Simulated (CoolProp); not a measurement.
Computed with CoolProp (reference Helmholtz-energy equation of state, Lemmon 2006). It is a short technical equation, of lower accuracy than the large ones.

Task: For R142b, give the phase and the Z, cp (kJ/(kg K)), cv (kJ/(kg K)), speed of sound (m/s) at 422.6 K and 13.5 bar; 458.2 K and 13.5 bar.

Result: 
- 422.6 K and 13.5 bar: gas; Z 0.888, cp 1.11, cv 0.966, speed of sound 177
- 458.2 K and 13.5 bar: gas; Z 0.917, cp 1.13, cv 1.00, speed of sound 189
